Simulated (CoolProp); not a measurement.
Computed with CoolProp (reference Helmholtz-energy equation of state, Lemmon 2006). It is a short technical equation, of lower accuracy than the large ones.

### Question
For C3F8 (R218), give the phase and the cp (kJ/(kg K)), cv (kJ/(kg K)) at 271.1 K and 28.4 kPa; 135.3 K and 1590 kPa; 309 K and 484 kPa.

### Answer
- 271.1 K and 28.4 kPa: gas; cp 0.747, cv 0.701
- 135.3 K and 1590 kPa: liquid; cp 0.800, cv 0.485
- 309 K and 484 kPa: gas; cp 0.854, cv 0.781
